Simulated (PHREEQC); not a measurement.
0.5 mol of Fluorite (CaF2) is brought to equilibrium with 1 kg of water, at several temperatures. Oxygen is held at 0.21 atm. The system is closed to CO2. Solids allowed: Fluorite. Others were left out.

All values are PHREEQC results (ion-association model, phreeqc.dat), not measurements.

```
T (°C)    pH  dissolved Ca (mol/kgw)  dissolved F (mol/kgw)
------  ----  ----------------------  ---------------------
0       7.52                0.000147               0.000294
6.7     7.39                0.000160               0.000320
13.3    7.27                0.000173               0.000346
20      7.17                0.000186               0.000372
26.7    7.07                0.000198               0.000396
33.3    6.98                0.000209               0.000419
40      6.90                0.000220               0.000440
46.7    6.82                0.000230               0.000460
53.3    6.76                0.000239               0.000478
60      6.69                0.000247               0.000495
66.7    6.64                0.000255               0.000510
73.3    6.59                0.000261               0.000523
80      6.55                0.000267               0.000534
86.7    6.51                0.000272               0.000543
93.3    6.48                0.000276               0.000551
100     6.45                0.000279               0.000557
```

At this temperature some constants are extrapolated from 25 °C, and those without enthalpy data are left unchanged.
